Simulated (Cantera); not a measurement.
**CH3SiH3 + HCl + H2 + Cl2 (silicon carbide growth)**

Charge: 1 mol CH3SiH3, 1.6 mol HCl, 49 mol H2, 0.0074 mol Cl2, at 0.0320 bar.

Method: chemical equilibrium by Gibbs-energy minimisation in Cantera with the NASA 1993 tables (ideal gas, pure condensed phases). Candidate condensed phases: C, C6H6, C7H8, C8H18, Si, SiC; 109 gas species. The feed counts by its element totals alone. The tables' values for SiCl are old estimates; treat these amounts as uncertain. Gases not in the tables: Si2H6 and higher silanes. Kinetics and transport are ignored.

```
T (K)   x H2       x H   x HCl      x Si  x C2H2 (acetylene)      x Cl  n SiC(s)
-----  -----  --------  ------  --------  ------------------  --------  --------
1350   0.970   1.31e-5  0.0300  9.60e-11             7.31e-8   3.38e-7     0.998
1425   0.970   3.76e-5  0.0300  7.37e-10             4.57e-7   9.52e-7     0.998
1500   0.970   9.69e-5  0.0300   4.73e-9             2.24e-6   2.42e-6     0.998
1575   0.970  0.000229  0.0300   2.79e-8             7.83e-6   5.63e-6     0.997
1650   0.969  0.000500  0.0300   1.60e-7             1.87e-5   1.21e-5     0.997
1725   0.969   0.00102  0.0299   8.57e-7             3.47e-5   2.44e-5     0.995
1800   0.968   0.00197  0.0298   4.14e-6             5.65e-5   4.64e-5     0.993
1875   0.966   0.00360  0.0297   1.76e-5             8.86e-5   8.37e-5     0.990
1950   0.964   0.00629  0.0295   6.48e-5            0.000143  0.000144     0.984
2025   0.959    0.0105  0.0292  0.000204            0.000249  0.000238     0.972
2100   0.952    0.0170  0.0289  0.000556            0.000471  0.000380     0.946
2175   0.942    0.0265  0.0285   0.00135            0.000929  0.000584     0.889
2250   0.925    0.0399  0.0279   0.00300             0.00183  0.000871     0.763
2325   0.901    0.0584  0.0270   0.00626             0.00349   0.00126     0.493
```
x: gas mole fraction; n: condensed amount in mol.

From 1350 K to 2325 K the condensed part is SiC(s). The main Si-bearing gas is SiCl2 at 1350 K and Si at 2325 K.
